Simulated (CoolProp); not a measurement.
Dimethyl carbonate at several states: fugacity coefficient from the reference equation and from simpler models built on Tc = 557.0 K, pc = 4.909 MPa, ω = 0.346; each cubic takes its own stable root.

Values from CoolProp's reference Helmholtz-energy equation of state, Zhou 2011.

| T (K) | p (MPa) | phase | reference | Redlich-Kwong | Peng-Robinson |
|---|---|---|---|---|---|
| 366.4 | 0.014 | gas | 0.9962 | 0.9969 | 0.9962 |
| 485.5 | 14.6 | liquid | ? | ? | ? |
| 446.5 | 0.368 | gas | 0.9478 | ? | ? |

Problem. What belongs in the gaps?

Solution. 
- 485.5, reference: 0.1342
- 485.5, Redlich-Kwong: 0.1749
- 485.5, Peng-Robinson: 0.1346
- 446.5, Redlich-Kwong: 0.9526
- 446.5, Peng-Robinson: 0.9441
